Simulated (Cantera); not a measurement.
Mixture: CH4 : O2 : N2 = 1 : 1.33 : 5.01 (molar parts), equivalence ratio 1.5, at 23.7 atm, adiabatic and at constant pressure. Ignition delay is the time to a rise of 400 K.

Cantera simulation using GRI-Mech 3.0 (53 species, 325 reactions); the numbers are that mechanism's predictions, not measurements. The pressure lies above the range GRI-Mech 3.0 was tuned for (to about 10 atm).

Problem. What does this change do: pressure from 23.7 atm to 9.87 atm?

Solution. 
| quantity | before | after |
|---|---|---|
| delay at 1125 K | 5.46 ms | 15.3 ms |
| delay at 1225 K | 1.59 ms | 4.32 ms |
| delay at 1325 K | 0.537 ms | 1.37 ms |
| delay at 1425 K | 0.200 ms | 0.474 ms |
| delay at 1525 K | 80.0 µs | 0.177 ms |
| delay at 1625 K | 33.9 µs | 70.9 µs |
| apparent activation energy between 1425 and 1625 K | 170 kJ/mol | 180 kJ/mol |
